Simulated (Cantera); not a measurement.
Input: 1 mol Hg, 0.23 mol H2, at 0.170 bar.

Cantera equilibrium calculation (NASA polynomials, part measured and part estimated; ideal gas, pure solids and liquids). Candidate condensed phases: Hg; 3 gas species. Equilibrium is a limit: real reactors are often held back by kinetics, nucleation or transport. All values below are at 1050 °C.

Base state: Hg 0.813, H2 0.187 (mole fractions); condensed: gas only.

What changes in the equilibrium state with this change: Hg replaced by PbO?


```tsv
species	before	after
H2O	0	0.975
Pb	0	0.0207
PbO	0	0.00393
Hg	0.813	0
H2	0.187	0.000522
Pb(l), mol	0	0.225
PbO(l), mol	0	0.769
```
Each liquid is taken as pure. Mutual solubility and eutectic melting of coexisting phases are not modelled. Gases not in the tables: (PbO)n polymers. Further candidate phases: H2O, Pb, PbO, PbO2, Pb3O4.
